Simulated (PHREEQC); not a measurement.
Consider water at 25 °C with 0.0018 mol/kgw NH4HF2 and 0.078 mol/kgw (NH4)2SiF6. Closed to the air; pH follows from the charge balance.

All values are PHREEQC results (ion-association model, phreeqc.dat), not measurements.

```
Property                 Result
----------------  -------------
pH                         3.16
ionic strength    0.236 mol/kgw
density             1.005 g/cm³
total alkalinity    -314 meq/kg
```

```tsv
species	molality	activity	log γ
NH4+	0.158	0.105	-0.177
SiF6-2	0.0776	0.0218	-0.551
F-	0.00336	0.00233	-0.159
HF	0.00231	0.00244	0.024
H+	0.000881	0.000697	-0.102
H4SiO4	0.000355	0.000374	0.024
HF2-	2.94e-5	2.18e-5	-0.131
NH3	8.12e-8	8.58e-8	0.024
```

This is a speciation only: nothing precipitates in the calculation. Saturation is exceeded, for instance for Quartz (slow to form), Chalcedony (slow to form); the values hold only as long as no solid forms. SiF6-2 is the database's only silicon fluoride.
